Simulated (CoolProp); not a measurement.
Model: reference Helmholtz-energy equation of state, Kamei 1995, in CoolProp.

**Question.** Give the vapour pressure (bar), liquid density (kg/m³), enthalpy of vaporisation (kJ/kg), vapour Z of saturated R22 at 190.7, 298.7 K.

**Answer.** 
```csv
T (K),p (bar),liquid density (kg/m³),enthalpy of vaporisation (kJ/kg),vapour Z
190.7,0.0867,1520,258,0.994
298.7,10.6,1190,182,0.821
```
